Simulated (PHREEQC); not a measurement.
Solution (25 °C): 14 mmol/kgw Fe2(SO4)3 and 5.4 mmol/kgw K2CO3. Closed to the air; pH follows from the charge balance.

The numbers come from PHREEQC with the ion-association model, phreeqc.dat.

This is a speciation only: nothing precipitates in the calculation.

Problem. Order these S species by the share of S that they hold, largest first: SO4-2, Fe(SO4)2-, HSO4-, KSO4-, FeSO4+.

Solution. SO4-2 (51 %), FeSO4+ (34 %), Fe(SO4)2- (12 %), HSO4- (1.8 %), KSO4- (1.3 %)

The pH is 3.12 and the ionic strength 0.0959 mol/kgw. The solution is supersaturated, for example in Jarosite-K, Fe(OH)3(a), so a real one may precipitate; this is no full list.
